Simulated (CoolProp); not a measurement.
Vapour-liquid equilibrium of CHF3 (R23) (1) + R134a (2) at -83.05 °C; x and y are mole fractions of (1).

Values from CoolProp's multi-fluid Helmholtz-energy mixture model, Penoncello 2003 and Tillner-Roth 1994; pair parameters Bell 2016.

Problem. Give the bubble pressure and the first vapour's composition at x = 0.05, 0.35, 0.45. Is there an azeotrope?

Solution. x = 0.05: 7.296 kPa, y = 0.628; x = 0.35: 33.81 kPa, y = 0.943; x = 0.45: 42.89 kPa, y = 0.962. No azeotrope shows between x = 0.05 and 0.95.

The pair parameters rest on a limited set of measurements; away from them the model extrapolates.
